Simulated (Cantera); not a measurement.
Standard-state values (1 bar) from the NASA 1993 polynomials, evaluated with Cantera. Values are per mole of reaction as written; species without (g) are pure solids or liquids, kept so even where they would boil at 1 bar.

Q: Between 300 and 1048 K, where is each reaction favourable under standard conditions?
- 2 S + Si₂C(g) = 2 Si + CS₂(g)
- 2 Si₂C(g) = SiC₂(g) + 3 Si(g)

A: 
- 2 S + Si₂C(g) = 2 Si + CS₂(g): ΔG° is -409 kJ at 300 K and -368 kJ at 1048 K; it stays negative (K > 1). ΔH° is -436 kJ and ΔS° -64 J/K at 1048 K.
- 2 Si₂C(g) = SiC₂(g) + 3 Si(g): ΔG° is 817 kJ at 300 K and 619 kJ at 1048 K; it stays positive (K < 1). ΔH° is 900 kJ and ΔS° 267 J/K at 1048 K.
